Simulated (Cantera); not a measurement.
Standard-state values (1 bar) from the NASA 1993 polynomials, evaluated with Cantera. Values are per mole of reaction as written; species without (g) are pure solids or liquids, kept so even where they would boil at 1 bar.

a) Nb + O₂(g) ⇌ NbO₂
b) 0.8 V + O₂(g) ⇌ 0.4 V₂O₅
c) Ta + O₂(g) ⇌ TaO₂(g)

Task: Order these by ΔG° at 1873 K, most negative first.

Result: a (-472 kJ), b (-338 kJ), c (-249 kJ)
